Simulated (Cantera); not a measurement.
A closed system holds: 1 mol MgO, 0.89 mol H₂S, 0.92 mol H₂O, held at 998 K and 10000 Pa.

Cantera equilibrium calculation (NASA polynomials, part measured and part estimated; ideal gas, pure solids and liquids). Candidate condensed phases: H₂O, H₂SO₄, Mg, MgO, Mg(OH)₂, MgS, MgSO₄, S; 26 gas species. Gases not in the tables: S₃ to S₇. Equilibrium is a limit: real reactors are often held back by kinetics, nucleation or transport.

Base state: H₂O 0.493, H₂S 0.421, H₂ 0.0573, S₂ 0.0281, SO₂ 0.000343, S₂O 4.16e-5, SH 3.23e-5 (mole fractions); condensed: MgO(s).

What changes in the equilibrium state with this change: temperature from 998 K to 1648.15 K?


| species | before | after |
|---|---|---|
| H₂O | 0.493 | 0.400 |
| H₂ | 0.0573 | 0.346 |
| S₂ | 0.0281 | 0.154 |
| H₂S | 0.421 | 0.0811 |
| H | 1.63e-9 | 0.000166 |
| S | 3.48e-9 | 0.000241 |
| SO | 8.63e-7 | 0.00226 |
| SH | 3.23e-5 | 0.00638 |
| SO₂ | 0.000343 | 0.00969 |
| MgO(s), mol | 1.00 | 1.000 |
